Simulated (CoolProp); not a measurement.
Vapour-liquid equilibrium of CH2F2 (R32) (1) + R1234ze(E) (2) at 225.8 K; x and y are mole fractions of (1).

The numbers come from the multi-fluid Helmholtz-energy mixture model, Tillner-Roth 1997 and Thol 2016; pair parameters Bell 2023 in CoolProp.

| x | bubble pressure (kPa) | y at the bubble point | dew pressure at overall composition x (kPa) | liquid density (mol/L) |
|---|---|---|---|---|
| 0.05 | 31.67 | 0.263 | 25.54 | 12.30 |
| 0.15 | (withheld) | 0.531 | 28.09 | (withheld) |
| 0.25 | 57.15 | 0.667 | 31.20 | 13.63 |
| 0.35 | 67.91 | 0.750 | 35.07 | 14.42 |
| 0.45 | 77.61 | 0.808 | 40.01 | 15.30 |
| 0.55 | 86.55 | 0.852 | 46.50 | 16.30 |
| 0.65 | 95.06 | (withheld) | 55.34 | 17.44 |
| 0.75 | 103.5 | (withheld) | 67.88 | 18.75 |
| 0.85 | (withheld) | 0.954 | 86.02 | 20.27 |
| 0.95 | (withheld) | 0.985 | 110.8 | 22.07 |

Some entries are withheld; supply them.


- 0.15, bubble pressure (kPa): 45.10
- 0.15, liquid density (mol/L): 12.93
- 0.65, y at the bubble point: 0.890
- 0.75, y at the bubble point: 0.923
- 0.85, bubble pressure (kPa): 112.0
- 0.95, bubble pressure (kPa): 121.0

No azeotrope shows between x = 0.05 and 0.95.

The pair parameters rest on a limited set of measurements; away from them the model extrapolates.
